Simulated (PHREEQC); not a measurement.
Acid mine or pickling water (model solution)

A made-up water analysis in mg/L, 15 °C, pH 1.96, pe 12: Na 93.2; K 315; Ca 332; Mg 17; Cl 194; S(6) as SO4 2290; Sr 4.77; Li 0.789; O(0) (dissolved oxygen) 8.32; N(5) as NO3 10.6.

Valence states are taken as typed.

Equilibrium calculation in PHREEQC: ion-association model, phreeqc.dat.

This is a speciation only: nothing precipitates in the calculation.

Problem. Estimate the ionic strength.

Solution. ionic strength 0.0587 mol/kgw.

Problem. In which forms is Ca present?

Solution. Ca+2 67 %, CaSO4 31 %, CaHSO4+ 2.4 % of the Ca.
